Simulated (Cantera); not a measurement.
Input: 1 mol NH3, 0.046 mol H2O, equilibrated at 2825 °C and 0.100 bar.

Method: chemical equilibrium by Gibbs-energy minimisation in Cantera with the NASA 1993 tables (ideal gas, pure condensed phases). Candidate condensed phases: H2O; 24 gas species. Kinetics and transport are ignored.

Base state: H 0.411, H2 0.378, N2 0.193, H2O 0.0106, OH 0.00410, O 0.00270, NO 0.000315, N 3.57e-5 (mole fractions); condensed: gas only.

**Question.** What changes in the equilibrium state with this change: NH3 replaced by HBr?

**Answer.** 
```json
[
 {"species": "Br", "before": "0", "after": "0.520"},
 {"species": "H", "before": "0.411", "after": "0.254"},
 {"species": "H2", "before": "0.378", "after": "0.145"},
 {"species": "N2", "before": "0.193", "after": "0"},
 {"species": "HBr", "before": "0", "after": "0.0552"},
 {"species": "H2O", "before": "0.0106", "after": "0.0113"},
 {"species": "NO", "before": "0.000315", "after": "0"},
 {"species": "Br2", "before": "0", "after": "6.93e-5"},
 {"species": "N", "before": "3.57e-5", "after": "0"},
 {"species": "O2", "before": "2.97e-5", "after": "0.000233"}
]
```
Further candidate phases: Br2.

**Question.** What changes in the equilibrium state with this change: H2O from 0.046 to 3.5 mol?

**Answer.** 
```tsv
species	before	after
H	0.411	0.315
H2	0.378	0.222
H2O	0.0106	0.191
N2	0.193	0.0591
O2	2.97e-5	0.0282
O	0.00270	0.0833
OH	0.00410	0.0968
NO	0.000315	0.00538
N	3.57e-5	1.97e-5
```

**Question.** What changes in the equilibrium state with this change: H2O from 0.046 to 0.087 mol?

**Answer.** 
```
species   before     after
-------  -------  --------
H          0.411     0.407
H2         0.378     0.372
N2         0.193     0.188
H2O       0.0106    0.0194
O2       2.97e-5  0.000104
O        0.00270   0.00504
OH       0.00410   0.00759
```
